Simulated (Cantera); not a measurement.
A Cantera script and what it prints.

```python
import numpy as np
import cantera as ct

gas_names = """
    CL CL2 H HCL H2 N NH NH2 NH3 N2 N2H2 N2H4 Si SiCL SiCL2 SiCL3 SiCL4 SiH SiHCL3 SiH2 SiH2CL2 SiH3
    SiH3CL SiH4 SiN Si2 Si2N Si3
""".split()
cond_names = """
    NH4CL(a) NH4CL(b) Si(cr) Si(L) Si3N4(a)
""".split()


def load(file, names, dense=False):
    # The tables refer to 1 bar. Condensed volumes are neglected.
    table = {s.name: s for s in ct.Species.list_from_file(file)}
    out = []
    for n in names:
        d = dict(table[n].input_data)
        d["thermo"] = dict(d["thermo"], **{"reference-pressure": 1e5})
        if dense:
            d["equation-of-state"] = {"model": "constant-volume", "density": "1e6 g/cm^3"}
        out.append(ct.Species.from_dict(d))
    return out


gas = ct.Solution(thermo="ideal-gas", species=load("nasa_gas.yaml", gas_names))
cond = {s.name: ct.Solution(thermo="fixed-stoichiometry", species=[s], name=s.name)
        for s in load("nasa_condensed.yaml", cond_names, dense=True)}
atoms = {
    'SiCl4': {'Si': 1, 'CL': 4},
    'N2': {'N': 2},
    'H2': {'H': 2},
}
top_T = {'Si3N4(a)': 2400}  # K; cautious upper limits of use, not melting points


def equilibrate(T, P, feed):
    n = {}
    for name, mol in feed.items():
        for a, k in atoms[name].items():
            n[a] = n.get(a, 0.0) + k * mol
    gas.TPX = T, P, n
    mass = sum(n.values()) * gas.mean_molecular_weight
    gas.equilibrate("TP")
    valid = [c for c in cond.values() if c.min_temp <= T <= top_T.get(c.name, c.max_temp)]
    mix = ct.Mixture([(gas, mass / gas.mean_molecular_weight)] + [(c, 0.0) for c in valid])
    mix.T, mix.P = T, P
    mix.equilibrate("TP", solver="vcs", rtol=1e-11, max_steps=5000)
    return mix


results = []
feed = {'SiCl4': 1, 'N2': 3.1, 'H2': 11}  # mol
P = 130  # Pa
for T in [1073, 1123, 1173, 1223, 1273, 1323, 1373, 1423, 1473, 1523, 1573, 1623]:
    mix = equilibrate(T, P, feed)
    results.append((T, P, feed, dict(zip(mix.species_names, mix.species_moles))))

top = {s: max(r[3][s] / sum(r[3][g] for g in gas_names) for r in results) for s in gas_names}
cols = sorted((s for s in top if top[s] > 0.0001), key=lambda s: -top[s])[:5]
seen = [c for c in cond_names if any(r[3].get(c, 0) > 1e-12 for r in results)]
print("log10 of partial pressures in bar; condensed amounts in mol")
print(f"{'T/K':>10s}" + "".join(f"{s[:9]:>10s}" for s in cols + seen))
for T, P, feed, n in results:
    ng = sum(n[g] for g in gas_names)
    print(f"{T:10.4g}" + "".join(f"{np.log10(max(n[s] / ng * P / 1e5, 1e-99)):10.3f}" for s in cols)
          + "".join(f"{n.get(c, 0):10.4g}" for c in seen))
```

Output:

```
log10 of partial pressures in bar; condensed amounts in mol
       T/K        H2       HCL        N2     SiCL2         H  Si3N4(a)
      1073    -3.118    -3.480    -3.686    -7.403    -9.413    0.3274
      1123    -3.119    -3.479    -3.686    -6.828    -8.930    0.3275
      1173    -3.119    -3.480    -3.686    -6.306    -8.488    0.3263
      1223    -3.118    -3.483    -3.685    -5.832    -8.081    0.3223
      1273    -3.117    -3.490    -3.682    -5.408    -7.706    0.3123
      1323    -3.116    -3.506    -3.675    -5.039    -7.358    0.2909
      1373    -3.112    -3.535    -3.665    -4.732    -7.034    0.2528
      1423    -3.108    -3.582    -3.650    -4.490    -6.732     0.197
      1473    -3.103    -3.646    -3.632    -4.309    -6.449    0.1288
      1523    -3.097    -3.723    -3.615    -4.178    -6.185   0.05701
      1573    -3.093    -3.794    -3.602    -4.098    -5.937         0
      1623    -3.094    -3.793    -3.602    -4.098    -5.707         0
```

These are equilibrium values from Cantera (NASA tables, ideal gas, pure condensed phases), not measurements of a reactor. N2 is the only nitrogen source here; it is nearly inert below about 1500 K, so the nitride shown seldom forms there in practice. The tables' values for SiCl3, SiCl are old estimates; treat these amounts as uncertain.
